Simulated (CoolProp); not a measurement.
Decamethylcyclopentasiloxane (D5) along the isobar 0.713 MPa: density (kg/m³) from the reference equation and from simpler models built on Tc = 618.3 K, pc = 1.078 MPa, ω = 0.631; each cubic takes its own stable root.

The numbers come from the reference Helmholtz-energy equation of state, Thol 2019 in CoolProp.

| T (K) | phase | reference | van der Waals | Redlich-Kwong | Soave-Redlich-Kwong | Peng-Robinson |
|---|---|---|---|---|---|---|
| 358.9 | liquid | 890.2 | 491.7 | 721.0 | 770.9 | 866.4 |
| 371.7 | liquid | 876.6 | 485.4 | 710.1 | 761.8 | 856.8 |
| 384.4 | liquid | 862.9 | 479.0 | 698.9 | 752.3 | 846.7 |
| 397.2 | liquid | 849.0 | 472.3 | 687.2 | 742.2 | 835.8 |
| 410 | liquid | 835.0 | 465.4 | 674.9 | 731.5 | 824.2 |
| 422.8 | liquid | 820.6 | 458.2 | 662.2 | 720.1 | 811.8 |
| 435.6 | liquid | 806.1 | 450.7 | 648.9 | 707.9 | 798.6 |
| 448.3 | liquid | 791.2 | 442.9 | 635.1 | 695.0 | 784.6 |
